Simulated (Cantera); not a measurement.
Input (Python, Cantera) and output of one run.

```python
import numpy as np
import cantera as ct

gas_names = [...]  # 118 gases of nasa_gas.yaml made of C, Cl, F, H
cond_names = """
    C(gr) C6H6(L) C7H8(L) C8H18(L),n-octa
""".split()


# ... load() reads the species with a 1 bar reference pressure and builds the phases ...
atoms = {
    'CF4': {'C': 1, 'F': 4},
    'HCl': {'H': 1, 'CL': 1},
    'CH4': {'C': 1, 'H': 4},
}
top_T = {'C(gr)': 4500}  # K; cautious upper limits of use, not melting points


# ... equilibrate(T, P, feed) seeds the gas with the atoms and calls Mixture.equilibrate('TP', solver="vcs", rtol=1e-11, max_steps=5000) ...
results = []
feed = {'CF4': 1, 'HCl': 0.24, 'CH4': 0.42}  # mol
P = 100000  # Pa
for T in [2298, 2348, 2398, 2448, 2498, 2548, 2598, 2648, 2698, 2748]:
    mix = equilibrate(T, P, feed)
    results.append((T, P, feed, dict(zip(mix.species_names, mix.species_moles))))
    x = sorted(zip(gas.X, gas.species_names), reverse=True)
    print(f"T = {T:g} K  P = {P:g} Pa  gas = {mix.phase_moles(0):.4g} mol")
    print("   x: " + "  ".join(f"{s} {v:.3e}" for v, s in x if v > 0.001))
    print("   condensed (mol): " + ("  ".join(f"{mix.phase(i).name} {mix.phase_moles(i):.4g}"
          for i in range(1, mix.n_phases) if mix.phase_moles(i) > 1e-12) or "none"))
```

It prints:

```
T = 2298 K  P = 100000 Pa  gas = 2.727 mol
   x: HF 6.942e-01  CF4 1.673e-01  CL 7.395e-02  CF2 3.869e-02  HCL 9.810e-03  F 8.569e-03  CF3 4.363e-03  CL2 1.376e-03  CCLF3 1.204e-03
   condensed (mol): C(gr) 0.8424
T = 2348 K  P = 100000 Pa  gas = 2.757 mol
   x: HF 6.882e-01  CF4 1.573e-01  CL 7.534e-02  CF2 5.084e-02  F 1.202e-02  HCL 8.254e-03  CF3 5.344e-03  CL2 1.075e-03  CCLF3 1.012e-03
   condensed (mol): C(gr) 0.8277
T = 2398 K  P = 100000 Pa  gas = 2.792 mol
   x: HF 6.806e-01  CF4 1.455e-01  CL 7.616e-02  CF2 6.539e-02  F 1.654e-02  HCL 6.961e-03  CF3 6.396e-03
   condensed (mol): C(gr) 0.8096
T = 2448 K  P = 100000 Pa  gas = 2.835 mol
   x: HF 6.714e-01  CF4 1.318e-01  CF2 8.223e-02  CL 7.647e-02  F 2.233e-02  CF3 7.464e-03  HCL 5.891e-03
   condensed (mol): C(gr) 0.788
T = 2498 K  P = 100000 Pa  gas = 2.884 mol
   x: HF 6.606e-01  CF4 1.166e-01  CF2 1.010e-01  CL 7.632e-02  F 2.959e-02  CF3 8.471e-03  HCL 5.011e-03
   condensed (mol): C(gr) 0.7636
T = 2548 K  P = 100000 Pa  gas = 2.941 mol
   x: HF 6.485e-01  CF2 1.208e-01  CF4 1.001e-01  CL 7.578e-02  F 3.844e-02  CF3 9.323e-03  HCL 4.291e-03  CF 1.451e-03
   condensed (mol): C(gr) 0.737
T = 2598 K  P = 100000 Pa  gas = 3.004 mol
   x: HF 6.354e-01  CF2 1.408e-01  CF4 8.307e-02  CL 7.493e-02  F 4.896e-02  CF3 9.923e-03  HCL 3.706e-03  CF 2.135e-03
   condensed (mol): C(gr) 0.71
T = 2648 K  P = 100000 Pa  gas = 3.072 mol
   x: HF 6.217e-01  CF2 1.594e-01  CL 7.387e-02  CF4 6.642e-02  F 6.110e-02  CF3 1.019e-02  HCL 3.237e-03  CF 3.062e-03
   condensed (mol): C(gr) 0.6844
T = 2698 K  P = 100000 Pa  gas = 3.142 mol
   x: HF 6.082e-01  CF2 1.753e-01  F 7.473e-02  CL 7.268e-02  CF4 5.103e-02  CF3 1.008e-02  CF 4.278e-03  HCL 2.866e-03
   condensed (mol): C(gr) 0.6626
T = 2748 K  P = 100000 Pa  gas = 3.211 mol
   x: HF 5.951e-01  CF2 1.873e-01  F 8.961e-02  CL 7.145e-02  CF4 3.765e-02  CF3 9.600e-03  CF 5.831e-03  HCL 2.576e-03
   condensed (mol): C(gr) 0.6468
```

These are equilibrium values from Cantera (NASA tables, ideal gas, pure condensed phases), not measurements of a reactor. The tables' values for C2F4 are old estimates; treat these amounts as uncertain. Gases not in the tables: C2F6 and larger saturated fluorocarbons.
